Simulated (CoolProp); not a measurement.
Properties of p-xylene along the isotherm 620 K (Tc = 616.2 K, pc = 3.532 MPa, ω = 0.324).

Model: reference Helmholtz-energy equation of state, Zhou 2012, in CoolProp.

| p (MPa) | phase | Z | isothermal compressibility (1/MPa) | viscosity (µPa s) | conductivity (mW/(m K)) | fugacity coefficient |
|---|---|---|---|---|---|---|
| 0.0168 | gas | 0.9982 | 59.63 | 13.2 | 44.1 | 0.9982 |
| 0.0271 | gas | 0.9971 | 37.01 | 13.2 | 44.1 | 0.9972 |
| 0.0437 | gas | 0.9954 | 22.99 | 13.2 | 44.1 | 0.9954 |
| 0.0706 | gas | 0.9925 | 14.27 | 13.2 | 44.1 | 0.9926 |
| 0.114 | gas | 0.9879 | 8.880 | 13.2 | 44.2 | 0.9880 |
| 0.184 | gas | 0.9805 | 5.544 | 13.2 | 44.2 | 0.9807 |
| 0.298 | gas | 0.9682 | 3.468 | 13.2 | 44.3 | 0.9689 |
| 0.481 | gas | 0.9482 | 2.196 | 13.3 | 44.4 | 0.9501 |
| 0.778 | gas | 0.9148 | 1.411 | 13.4 | 44.7 | 0.9199 |
| 1.26 | gas | 0.8575 | 0.9375 | 13.6 | 45.3 | 0.8719 |
| 2.03 | gas | 0.7547 | 0.6864 | 14.2 | 47.0 | 0.7970 |
| 3.28 | gas | 0.5133 | 0.8651 | 16.0 | 58.3 | 0.6758 |
| 5.3 | supercritical | 0.2352 | 0.06053 | 63.7 | 78.6 | 0.4764 |

Viscosity comes from a separate model (Balogun 2015). Thermal conductivity comes from a separate model (Mylona 2014).
